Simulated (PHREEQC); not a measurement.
A made-up water analysis in mg/L, 20 °C, pH 6.07, pe 11.5:

```tsv
constituent	mg/L
Na	0.533
K	1.85
Ca	0.834
Mg	0.454
Cl	3.83
S(6) as SO4	0.0596
Alkalinity as HCO3	2.72
N(5) as NO3	0.0389
```

Valence states are taken as typed.

All values are PHREEQC results (ion-association model, wateq4f.dat), not measurements.

```json
{
 "ionic_strength": "0.000193 mol/kgw",
 "charge_balance_error": "-1.6 %"
}
```

| species | molality | activity | log γ |
|---|---|---|---|
| Cl- | 0.000108 | 0.000106 | -0.007 |
| CO2 | 9.17e-5 | 9.17e-5 | 0.000 |
| K+ | 4.73e-5 | 4.66e-5 | -0.007 |
| HCO3- | 4.54e-5 | 4.47e-5 | -0.007 |
| Na+ | 2.32e-5 | 2.28e-5 | -0.007 |
| Ca+2 | 2.08e-5 | 1.95e-5 | -0.027 |
| Mg+2 | 1.87e-5 | 1.75e-5 | -0.027 |
| H+ | 8.65e-7 | 8.51e-7 | -0.007 |
| NO3- | 6.27e-7 | 6.17e-7 | -0.007 |
| SO4-2 | 6.16e-7 | 5.78e-7 | -0.027 |

This is a speciation only: nothing precipitates in the calculation. Complexes and solids missing from the database can't appear.
